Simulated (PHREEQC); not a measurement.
## Sulfide liquor: speciation

Dissolve 0.091 mol NH4HS and 3e-05 mol MnCl2 per kg of water at 20 °C. Closed to the air; pH follows from the charge balance.

Computed with PHREEQC (ion-association model, wateq4f.dat).

Each row changes one thing in this solution. This is a speciation only: nothing precipitates in the calculation.

```tsv
case	pH	ionic strength (mol/kgw)	NH4+ (mol/kgw)	HS- (mol/kgw)	H2S (mol/kgw)	NH3 (mol/kgw)
as made	8.20	0.0868	0.0867	0.0867	0.00429	0.00428
MnCl2 left out	8.20	0.0867	0.0867	0.0867	0.00429	0.00428
diluted 2-fold with water	8.20	0.0433	0.0432	0.0432	0.00227	0.00227
NH4HS from 0.091 to 0.182 mol/kgw	8.19	0.174	0.174	0.174	0.00802	0.00801
diluted 100-fold with water	8.20	0.000859	0.000858	0.000856	5.35e-5	5.23e-5
MnCl2 from 3e-05 to 3e-06 mol/kgw	8.20	0.0867	0.0867	0.0867	0.00429	0.00428
```

The polysulfide entries of wateq4f.dat were taken out for this run.
